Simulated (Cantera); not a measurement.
A freely propagating, adiabatic, planar premixed flame of 4.71 % CH₄, 3.72 % C₂H₆, 24.7 % O₂, 64.1 % N₂, 2.78 % CO₂, equivalence ratio 0.91, unburnt at 425 K and 6450 Torr; unity-Lewis-number transport, grid criteria slope 0.08 and curve 0.16, no radiation.

Computed with Cantera and GRI-Mech 3.0 (53 species, 325 reactions). Unity Lewis numbers drop preferential diffusion, which matters most where H2 and H carry the flame. Burning velocities carry a grid error of a few per cent, more on coarse grids.

Q: Predict: laminar burning velocity; thermal thickness; peak x(C₂H).

A: 
```json
{
 "laminar_burning_velocity": "51.9 cm/s",
 "thermal_thickness": "0.0500 mm",
 "peak x(C₂H)": "1.99e-6"
}
```
